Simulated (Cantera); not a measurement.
A perfectly stirred reactor is fed with NO : N2 = 1 : 11 (molar parts), at 0.0267 bar; it is held at 2123 K, and followed from long to short residence time.

Cantera simulation using GRI-Mech 3.0 (53 species, 325 reactions); the numbers are that mechanism's predictions, not measurements. Radical loss at walls, strong at low pressure, is not modelled.

What does this change do: temperature 2123 to 2200 K?


```tsv
quantity	before	after
x(NO) at τ = 0.580 s	0.0801	0.0752
x(O2) at τ = 0.580 s	0.00140	0.00363
x(N2) at τ = 0.580 s	0.918	0.920
x(N2O) at τ = 0.580 s	2.93e-6	2.58e-6
x(NO2) at τ = 0.580 s	1.60e-6	1.94e-6
x(NO) at τ = 7.10 ms	0.0833	0.0833
x(O2) at τ = 7.10 ms	2.22e-7	5.28e-7
x(N2) at τ = 7.10 ms	0.917	0.917
x(N2O) at τ = 7.10 ms	1.76e-6	2.23e-6
x(NO2) at τ = 7.10 ms	1.94e-8	1.92e-8
```

What does this change do: N2 11 to 1.5 parts?


```tsv
quantity	before	after
x(NO) at τ = 0.580 s	0.0801	0.338
x(O2) at τ = 0.580 s	0.00140	0.0296
x(N2) at τ = 0.580 s	0.918	0.630
x(N2O) at τ = 0.580 s	2.93e-6	3.91e-5
x(NO2) at τ = 0.580 s	1.60e-6	2.92e-5
x(NO) at τ = 7.10 ms	0.0833	0.400
x(O2) at τ = 7.10 ms	2.22e-7	2.48e-5
x(N2) at τ = 7.10 ms	0.917	0.600
x(N2O) at τ = 7.10 ms	1.76e-6	4.00e-5
x(NO2) at τ = 7.10 ms	1.94e-8	1.96e-6
```
